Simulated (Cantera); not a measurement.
What does this Cantera script print?

```python
import numpy as np
import cantera as ct

gas = ct.Solution("gri30.yaml")
gas.TPX = 1925, 1333, {'NO': 1, 'N2': 3.3}
reactor = ct.IdealGasConstPressureReactor(gas, energy="off", clone=False)
net = ct.ReactorNet([reactor])
net.rtol, net.atol = 1e-08, 1e-18
show = ['NO', 'N2O', 'NO2', 'O', 'O2']
times = np.geomspace(1e-06, 8, 15)

steps = ct.SolutionArray(gas, extra=["t"])
rows = []
print(f"{'t/s':>10s}{'T/K':>9s}{'P/Pa':>11s}" + "".join(f"{s:>11s}" for s in show))
for t in times:
    while net.time < t:
        t_next = net.step()
        steps.append(gas.state, t=t_next)
    rows.append([np.interp(t, steps.t, y) for y in (steps.T, steps.P, *steps(*show).X.T)])
    print(f"{t:10.3e}{rows[-1][0]:9.1f}{rows[-1][1]:11.4g}" + "".join(f"{x:11.3e}" for x in rows[-1][2:]))
rate = np.gradient(steps.T, steps.t)
print("integrator steps:", len(steps.t))
if steps.T.max() > steps.T[0] + 200:
    print(f"time of steepest temperature rise: {steps.t[rate.argmax()]:.4e} s")
gas.TPX = 1925, 1333, {'NO': 1, 'N2': 3.3}
gas.equilibrate("TP")
print(f"equilibrium (TP): T = {gas.T:.1f} K  " + "  ".join(f"{s} {gas[s].X[0]:.3e}" for s in show))
```

Output:

```
       t/s      T/K       P/Pa         NO        N2O        NO2          O         O2
 1.000e-06   1925.0       1333  2.326e-01  4.756e-10  9.669e-16  4.756e-10  7.787e-16
 3.112e-06   1925.0       1333  2.326e-01  1.480e-09  9.407e-15  1.480e-09  7.577e-15
 9.686e-06   1925.0       1333  2.326e-01  4.606e-09  8.939e-14  4.607e-09  7.202e-14
 3.015e-05   1925.0       1333  2.326e-01  1.433e-08  8.655e-13  1.434e-08  6.978e-13
 9.382e-05   1925.0       1333  2.326e-01  4.458e-08  8.375e-12  4.466e-08  6.769e-12
 2.920e-04   1925.0       1333  2.326e-01  1.385e-07  8.128e-11  1.392e-07  6.620e-11
 9.088e-04   1925.0       1333  2.326e-01  4.284e-07  7.642e-10  4.353e-07  6.368e-10
 2.828e-03   1925.0       1333  2.326e-01  1.308e-06  6.985e-09  1.375e-06  6.248e-09
 8.803e-03   1925.0       1333  2.325e-01  3.843e-06  5.703e-08  4.471e-06  6.259e-08
 2.740e-02   1925.0       1333  2.325e-01  1.005e-05  3.647e-07  1.557e-05  6.762e-07
 8.527e-02   1925.0       1333  2.325e-01  1.934e-05  1.605e-06  5.766e-05  8.412e-06
 2.654e-01   1925.0       1333  2.321e-01  2.198e-05  3.977e-06  1.673e-04  1.023e-04
 8.259e-01   1925.0       1333  2.308e-01  2.057e-05  5.464e-06  2.501e-04  7.128e-04
 2.570e+00   1925.0       1333  2.263e-01  1.925e-05  7.109e-06  2.979e-04  2.955e-03
 8.000e+00   1925.0       1333  2.104e-01  1.566e-05  1.079e-05  4.150e-04  1.084e-02
integrator steps: 455
equilibrium (TP): T = 1925.0 K  NO 4.819e-03  N2O 3.330e-08  NO2 8.020e-07  O 1.079e-03  O2 1.133e-01
```

Cantera simulation using GRI-Mech 3.0 (53 species, 325 reactions); the numbers are that mechanism's predictions, not measurements. Radical loss at walls, strong at low pressure, is not modelled.
